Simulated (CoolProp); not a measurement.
Saturated liquid density (kg/m³) of R125: the reference equation beside estimates from Tc = 66.0 °C, pc = 36.18 bar, ω = 0.305.

Values from CoolProp's reference Helmholtz-energy equation of state, Lemmon 2005.

```tsv
T (°C)	reference	van der Waals	Soave-Redlich-Kwong	Peng-Robinson
-18.35	1400	837.6	1267	?
-14.55	1384	828.0	1250	1417
-10.75	1368	818.1	1232	1398
-6.95	1351	807.9	1214	1377
-3.15	1334	797.4	1195	1356
0.55	1317	786.9	1176	1335
4.35	1299	775.8	1156	1312
8.15	?	764.3	1134	1288
11.95	1262	752.5	1112	1263
15.75	1242	740.1	1089	1236
19.45	1221	727.6	1066	1209
23.25	1200	714.3	1040	1180
27.05	?	700.3	1014	1149
30.85	1153	685.6	985.4	1117
```

Task: Fill in the missing entries.

Result: 
- -18.35, Peng-Robinson: 1436
- 8.15, reference: 1281
- 27.05, reference: 1177

Absolute difference from the reference over all 14 rows, mean and median: van der Waals 40.3 and 40.3 %, Soave-Redlich-Kwong 11.5 and 11.2 %, Peng-Robinson 1.6 and 1.7 %.
